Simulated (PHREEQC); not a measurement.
Solution (25 °C): 33 mmol/kgw TMAH, 17 mmol/kgw NaAlO2 and 0.55 mmol/kgw (CH3)4NCl. Closed to the air; pH follows from the charge balance.

All values are PHREEQC results (ion-association model, phreeqc.dat), not measurements.

This is a speciation only: nothing precipitates in the calculation.

### Question
Estimate the pH, ionic strength.

### Answer
pH 12.42; ionic strength 0.0505 mol/kgw.

Saturation is exceeded, for instance for Gibbsite (slow to form); the values hold only as long as no solid forms. (CH3)4N+ isn't in the database: it is added as a free cation with an ion size of 4 Å.
